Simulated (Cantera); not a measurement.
A closed system holds: 1 mol borazine, 5.1 mol H2O, 22 mol N2, held at 1300 K.

Cantera equilibrium calculation (NASA polynomials, part measured and part estimated; ideal gas, pure solids and liquids). Candidate condensed phases: B, BN, B2O3, B3O3H3, H2O; 39 gas species. The feed counts by its element totals alone. Gases not in the tables: H3BO3. Equilibrium is a limit: real reactors are often held back by kinetics, nucleation or transport.

x: gas mole fraction; n: condensed amount in mol.

```json
[
 {"P (Pa)": "10", "x N2": "0.733", "x H2": "0.234", "x HBO2": "0.0247", "x H2O": "0.00643", "x B2O3": "0.00186", "n B2O3(l)": "1.04"},
 {"P (Pa)": "37", "x N2": "0.737", "x H2": "0.235", "x HBO2": "0.0165", "x H2O": "0.0106", "x B2O3": "0.000503", "n B2O3(l)": "1.22"},
 {"P (Pa)": "140", "x N2": "0.740", "x H2": "0.236", "x HBO2": "0.00974", "x H2O": "0.0140", "x B2O3": "0.000133", "n B2O3(l)": "1.34"},
 {"P (Pa)": "520", "x N2": "0.742", "x H2": "0.237", "x HBO2": "0.00544", "x H2O": "0.0162", "x B2O3": "3.58e-5", "n B2O3(l)": "1.41"},
 {"P (Pa)": "1900", "x N2": "0.743", "x H2": "0.237", "x HBO2": "…", "x H2O": "0.0175", "x B2O3": "…", "n B2O3(l)": "1.45"},
 {"P (Pa)": "7200", "x N2": "0.743", "x H2": "0.237", "x HBO2": "0.00155", "x H2O": "0.0182", "x B2O3": "2.59e-6", "n B2O3(l)": "1.48"},
 {"P (Pa)": "27000", "x N2": "0.743", "x H2": "0.237", "x HBO2": "…", "x H2O": "0.0186", "x B2O3": "…", "n B2O3(l)": "1.49"},
 {"P (Pa)": "100000", "x N2": "0.744", "x H2": "0.237", "x HBO2": "0.000421", "x H2O": "0.0187", "x B2O3": "1.86e-7", "n B2O3(l)": "1.49"}
]
```

Question: Complete the blanks.

Answer: 
- 27000, x HBO2: 0.000807
- 27000, x B2O3: 6.90e-7
- 1900, x HBO2: 0.00295
- 1900, x B2O3: 9.80e-6
